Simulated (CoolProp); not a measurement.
Vapour-liquid equilibrium of C2F6 (R116) (1) + R134a (2) at 239 K; x and y are mole fractions of (1).

Values from CoolProp's multi-fluid Helmholtz-energy mixture model, Lemmon 2006 and Tillner-Roth 1994; pair parameters Bell 2016.

| x | bubble pressure (kPa) | y at the bubble point | dew pressure at overall composition x (kPa) | liquid density (mol/L) |
|---|---|---|---|---|
| 0.05 | [?] | 0.616 | 72.65 | 13.51 |
| 0.125 | 302.6 | 0.778 | 78.89 | 13.20 |
| 0.2 | 388.3 | [?] | 86.29 | 12.88 |
| 0.275 | 445.4 | 0.857 | 95.19 | 12.57 |
| 0.35 | 483.0 | [?] | 106.1 | [?] |
| 0.425 | 508.4 | 0.881 | 119.8 | 11.95 |
| 0.5 | 527.0 | 0.888 | 137.6 | 11.65 |
| 0.575 | 542.9 | 0.895 | 161.5 | 11.36 |
| 0.65 | [?] | 0.902 | 195.2 | 11.09 |
| 0.725 | 576.5 | 0.912 | [?] | 10.82 |
| 0.8 | 597.0 | 0.926 | 332.7 | 10.58 |
| 0.875 | [?] | 0.946 | 492.7 | 10.35 |
| 0.95 | 646.0 | [?] | 624.6 | 10.15 |

### Question
Fill in the missing entries.

### Answer

- 0.05, bubble pressure (kPa): 178.2
- 0.2, y at the bubble point: 0.832
- 0.35, y at the bubble point: 0.871
- 0.35, liquid density (mol/L): 12.26
- 0.65, bubble pressure (kPa): 558.9
- 0.725, dew pressure at overall composition x (kPa): 246.5
- 0.875, bubble pressure (kPa): 620.4
- 0.95, y at the bubble point: 0.974

No azeotrope shows between x = 0.05 and 0.95.

Pair parameters are fitted to limited data, so mixtures are less certain than the pure fluids. With so large a gap from Raoult's law the liquid may split in two, which this calculation doesn't test in full.
